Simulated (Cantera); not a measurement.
Input: 1 mol CHF₃, 0.08 mol CH₄, 3.2 mol H₂, equilibrated at 4.30 Pa.

These are equilibrium values from Cantera (NASA tables, ideal gas, pure condensed phases), not measurements of a reactor. Candidate condensed phases: C, C₆H₆, C₇H₈, C₈H₁₈; 110 gas species. Ions and electrons are included (thermal ionisation). The numbers say what is thermodynamically allowed, not how fast it happens.

x: gas mole fraction; nothing condenses.

```tsv
T (K)	x H	x F	x C	x HF	x C₂
3000	0.646	0.225	0.0805	0.0405	…
3250	0.652	0.249	0.0904	0.00720	…
3500	0.654	0.253	0.0913	0.00151	…
3750	0.654	0.254	0.0914	0.000386	…
4000	0.654	0.254	0.0914	0.000116	…
4250	0.654	0.254	0.0913	4.02e-5	…
4500	0.654	0.254	0.0909	1.56e-5	…
4750	0.653	0.254	0.0902	6.67e-6	…
5000	0.652	0.254	0.0887	3.10e-6	…
```

**Question.** What belongs in the gaps?

**Answer.** 
- 3000, x C₂: 0.00344
- 3250, x C₂: 0.000658
- 3500, x C₂: 0.000133
- 3750, x C₂: 3.28e-5
- 4000, x C₂: 9.60e-6
- 4250, x C₂: 3.24e-6
- 4500, x C₂: 1.22e-6
- 4750, x C₂: 5.07e-7
- 5000, x C₂: 2.25e-7
